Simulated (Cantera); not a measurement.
Charge: 1 mol Hg, 1.6 mol H2, 2.6 mol N2, equilibrated at 1523 K and 1.00 Torr.

Cantera equilibrium calculation (NASA polynomials, part measured and part estimated; ideal gas, pure solids and liquids). Candidate condensed phases: Hg; 10 gas species. The numbers say what is thermodynamically allowed, not how fast it happens.

Question: What is the equilibrium state?

Answer: 
```
Quantity                             Result
--------------------------------  ---------
x(N2)                                 0.500
x(H2)                                 0.307
x(Hg)                                 0.192
x(H)                               0.000351
gas amount                        5.201 mol
log10 activity of Hg(l) (absent)      -6.36
```
